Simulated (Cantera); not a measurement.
Mixture: CH4 : O2 : N2 = 1 : 2.67 : 12.3 (molar parts), equivalence ratio 0.75, at 9.80 bar, adiabatic and at constant pressure. Ignition delay is the time to a rise of 400 K.

Detailed kinetics in Cantera: GRI-Mech 3.0 (53 species, 325 reactions).

Task: What does this change do: 0.83 parts CO2 added?

Result: 
```json
[
 {"quantity": "delay at 1175 K", "before": "6.94 ms", "after": "7.36 ms"},
 {"quantity": "delay at 1325 K", "before": "1.20 ms", "after": "1.29 ms"},
 {"quantity": "delay at 1475 K", "before": "0.259 ms", "after": "0.281 ms"},
 {"quantity": "delay at 1625 K", "before": "67.6 µs", "after": "73.1 µs"},
 {"quantity": "delay at 1775 K", "before": "21.5 µs", "after": "23.0 µs"},
 {"quantity": "apparent activation energy between 1625 and 1775 K", "before": "180 kJ/mol", "after": "180 kJ/mol"}
]
```

Task: What does this change do: pressure from 9.80 bar to 5.90 bar?

Result: 
```csv
quantity,before,after
delay at 1175 K,6.94 ms,12.1 ms
delay at 1325 K,1.20 ms,1.96 ms
delay at 1475 K,0.259 ms,0.399 ms
delay at 1625 K,67.6 µs,0.101 ms
delay at 1775 K,21.5 µs,32.1 µs
apparent activation energy between 1625 and 1775 K,180 kJ/mol,180 kJ/mol
```
